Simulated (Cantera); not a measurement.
Feed: 1 mol SiHCl₃, 18 mol NH₃, 1.5 mol N₂, at 3500 Pa.

These are equilibrium values from Cantera (NASA tables, ideal gas, pure condensed phases), not measurements of a reactor. Candidate condensed phases: NH₄Cl, Si, Si₃N₄; 28 gas species. The tables' values for SiCl, SiCl₃, SiN are old estimates; treat these amounts as uncertain. Gases not in the tables: Si₂H₆ and higher silanes. Rates play no part. All values below are at 1900 K.

Base state: H₂ 0.666, N₂ 0.265, HCl 0.0527, SiCl₂ 0.0113, H 0.00346, Si 0.000360, SiCl 0.000215, Cl 0.000207 (mole fractions); condensed: Si(l).

What changes in the equilibrium state with this change: pressure from 3500 Pa to 15.0 Pa?


```tsv
species	before	after
H₂	0.666	0.608
N₂	0.265	0.253
HCl	0.0527	0.0603
H	0.00346	0.0505
Si	0.000360	0.0192
SiCl₂	0.0113	0.00370
SiCl₃	4.53e-5	1.17e-6
Cl	0.000207	0.00378
Si(l), mol	0.524	0
```
The tables' values for SiCl, SiN are old estimates; treat these amounts as uncertain.
